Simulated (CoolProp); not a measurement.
The fluid at 298.15 K and 0.114 MPa is throttled through a valve to 0.0456 MPa with no heat exchange. The same conditions are run with several fluids, on thermodynamics alone (safety and materials aside).

Computed with CoolProp (reference Helmholtz-energy equation of state of each fluid (carbon monoxide: Lemmon 2006; chlorine: Thol 2021; isobutane: Bücker 2006; R125: Lemmon 2005; R507A: Lemmon 2003)). Blends and air are pseudo-pure fits.

| fluid | temperature change (K) | final density (kg/m³) |
|---|---|---|
| carbon monoxide | -0.2 | 0.516 |
| chlorine | -2.0 | 1.32 |
| isobutane | -1.5 | 1.09 |
| R125 | -1.0 | 2.23 |
| R507A | -1.2 | 1.84 |
